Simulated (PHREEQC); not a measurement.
Dissolve 0.019 mol SrCl2, 0.00019 mol CO2 and 0.00012 mol NaCl per kg of water at 5 °C. Closed to the air; pH follows from the charge balance.

All values are PHREEQC results (ion-association model, wateq4f.dat), not measurements.

| Item | Value |
|---|---|
| pH | 5.11 |
| ionic strength | 0.0571 mol/kgw |

| species | molality | activity | log γ |
|---|---|---|---|
| Cl- | 0.0381 | 0.0308 | -0.092 |
| Sr+2 | 0.0190 | 0.00892 | -0.328 |
| CO2 | 0.000181 | 0.000183 | 0.006 |
| Na+ | 0.000120 | 9.85e-5 | -0.086 |
| H+ | 9.20e-6 | 7.84e-6 | -0.069 |
| HCO3- | 8.61e-6 | 7.11e-6 | -0.083 |
| SrHCO3+ | 5.92e-7 | 4.89e-7 | -0.083 |

This is a speciation only: nothing precipitates in the calculation. At this temperature some constants are extrapolated from 25 °C, and those without enthalpy data are left unchanged.
